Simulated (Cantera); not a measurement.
A perfectly stirred reactor is fed with H2 : O2 : N2 = 1.2 : 1 : 2.8 (molar parts), equivalence ratio 0.60, at 100000 Pa; it is held at 1075 K, and followed from long to short residence time.

Cantera simulation using the H2/O2 subset of GRI-Mech 3.0, which has no nitrogen chemistry; the numbers are that mechanism's predictions, not measurements. The temperature is held fixed by assumption; the heat of reaction is taken as removed at once.

**Question.** Predict: x(H2) at τ = 28.0 s; x(O2) at τ = 28.0 s; x(H2O2) at τ = 28.0 s; x(O) at τ = 28.0 s; x(HO2) at τ = 28.0 s; x(H2) at τ = 79.0 ms; x(O2) at τ = 79.0 ms; x(H2O2) at τ = 79.0 ms; x(O) at τ = 79.0 ms; x(HO2) at τ = 79.0 ms.

**Answer.** 
```json
{
  "x(H2) at τ = 28.0 s": "0.000482",
  "x(O2) at τ = 28.0 s": "0.0911",
  "x(H2O2) at τ = 28.0 s": "1.62e-6",
  "x(O) at τ = 28.0 s": "1.28e-7",
  "x(HO2) at τ = 28.0 s": "9.51e-6",
  "x(H2) at τ = 79.0 ms": "0.0202",
  "x(O2) at τ = 79.0 ms": "0.1000",
  "x(H2O2) at τ = 79.0 ms": "0.000141",
  "x(O) at τ = 79.0 ms": "6.70e-6",
  "x(HO2) at τ = 79.0 ms": "0.000112"
}
```
